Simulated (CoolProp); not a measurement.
The numbers come from the reference Helmholtz-energy equation of state, Gao 2020 in CoolProp.

Task: For ammonia, give the phase and the conductivity (mW/(m K)), Prandtl number at 725 K and 2.19 MPa; 725 K and 21.9 MPa.

Result: 
- 725 K and 2.19 MPa: gas; conductivity 80.1, Prandtl number 0.959
- 725 K and 21.9 MPa: supercritical; conductivity 94.2, Prandtl number 0.986

Viscosity comes from a separate model (Fenghour 1995). Thermal conductivity comes from a separate model (Tufeu 1984).
